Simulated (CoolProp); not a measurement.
Saturation properties of sulfur hexafluoride (Tc = 45.6 °C, pc = 3.755 MPa, ω = 0.210).

Model: reference Helmholtz-energy equation of state, Guder 2009, in CoolProp.

| T (°C) | p (MPa) | liquid density (kg/m³) | vapour Z |
|---|---|---|---|
| -19.45 | 0.7017 | 1684 | 0.8467 |
| -15.25 | 0.8012 | 1659 | 0.8316 |
| -11.05 | 0.9107 | 1632 | 0.8155 |
| -6.75 | 1.034 | 1604 | 0.7980 |
| -2.55 | 1.166 | 1576 | 0.7797 |
| 1.65 | 1.310 | 1546 | 0.7601 |
| 5.85 | 1.466 | 1515 | 0.7392 |
| 10.05 | 1.636 | 1481 | 0.7168 |
| 14.25 | 1.821 | 1446 | 0.6927 |
| 18.55 | 2.025 | 1407 | 0.6659 |
| 22.75 | 2.241 | 1365 | 0.6372 |
